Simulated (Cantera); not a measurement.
A closed system holds: 1 mol SiC, 0.0036 mol O2, 450 mol N2, equilibrated at 1850 K and 1.00 bar.

Equilibrium computed with Cantera from the NASA thermochemical tables; the gas is ideal and each condensed phase is pure. Candidate condensed phases: C, Si, SiC, SiO2, Si2N2O, Si3N4; 34 gas species. Mutual solubility and eutectic melting of coexisting phases are not modelled. Kinetics and transport are ignored.

Base state: N2 1.000, CO 1.54e-5 (mole fractions); condensed: SiC(s) + Si3N4(s).

What changes in the equilibrium state with this change: O2 from 0.0036 to 1.7 mol?


| species | before | after |
|---|---|---|
| N2 | 1.000 | 0.998 |
| CO | 1.54e-5 | 0.00133 |
| CO2 | <1e-9 | 0.000886 |
| SiC(s), mol | 0.993 | 0 |
| Si3N4(s), mol | 0.00215 | 0 |
| SiO2(condensed), mol | 0 | 0.999 |
The tables hold silica as quartz up to 1696 K and as liquid above; real silica turns to tridymite and cristobalite and melts near 1996 K.

What changes in the equilibrium state with this change: SiC replaced by Si3N4?


| species | before | after |
|---|---|---|
| N2 | 1.000 | 1.000 |
| SiO | 5.70e-7 | 1.60e-5 |
| CO | 1.54e-5 | 0 |
| SiC(s), mol | 0.993 | 0 |
| Si3N4(s), mol | 0.00215 | 0.997 |
